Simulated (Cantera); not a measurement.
Input: 1 mol PbS, 0.4 mol H₂, held at 1900 °C and 1.90 bar.

Equilibrium computed with Cantera from the NASA thermochemical tables; the gas is ideal and each condensed phase is pure. Candidate condensed phases: Pb, PbS, S; 10 gas species. The numbers say what is thermodynamically allowed, not how fast it happens.

Base state: PbS 0.502, H₂ 0.230, Pb 0.163, S₂ 0.0601, H₂S 0.0297, SH 0.0120, H 0.00168, S 0.00161 (mole fractions); condensed: gas only.

What changes in the equilibrium state with this change: temperature from 1900 °C to 675 °C?


```tsv
species	before	after
H₂	0.230	0.989
H₂S	0.0297	0.0106
PbS	0.502	1.09e-5
Pb	0.163	2.53e-6
S₂	0.0601	<1e-9
SH	0.0120	1.58e-8
H	0.00168	<1e-9
S	0.00161	<1e-9
Pb₂	0.000180	<1e-9
Pb(l), mol	0	0.00423
PbS(s), mol	0	0.996
```

What changes in the equilibrium state with this change: temperature from 1900 °C to 327 °C?


```
species       before    after
-----------  -------  -------
H₂             0.230    1.000
H₂S           0.0297  3.91e-5
PbS            0.502    <1e-9
Pb             0.163    <1e-9
S₂            0.0601    <1e-9
SH            0.0120    <1e-9
H            0.00168    <1e-9
S            0.00161    <1e-9
PbS(s), mol        0    1.000
```

What changes in the equilibrium state with this change: temperature from 1900 °C to 702 °C?


```tsv
species	before	after
H₂	0.230	0.986
H₂S	0.0297	0.0136
PbS	0.502	2.35e-5
Pb	0.163	4.82e-6
S₂	0.0601	3.13e-9
SH	0.0120	3.62e-8
H	0.00168	<1e-9
S	0.00161	<1e-9
Pb₂	0.000180	<1e-9
Pb(l), mol	0	0.00545
PbS(s), mol	0	0.995
```
